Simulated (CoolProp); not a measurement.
Vapour-liquid equilibrium of benzene (1) + n-dodecane (2) at 361.1 K; x and y are mole fractions of (1).

Model: multi-fluid Helmholtz-energy mixture model, Thol 2012 and Lemmon 2004; pair parameters Bell 2016, in CoolProp.

Q: Give the bubble pressure and the first vapour's composition at x = 0.125, 0.2, 0.35. Is there an azeotrope?

A: x = 0.125: 0.1571 bar, y = 0.937; x = 0.2: 0.2591 bar, y = 0.965; x = 0.35: 0.4697 bar, y = 0.984. No azeotrope shows between x = 0.05 and 0.95.

The pair parameters rest on a limited set of measurements; away from them the model extrapolates. The gap from Raoult's law changes sign with composition, which may be real or a fault of the pair parameters; it wasn't checked against measurements.
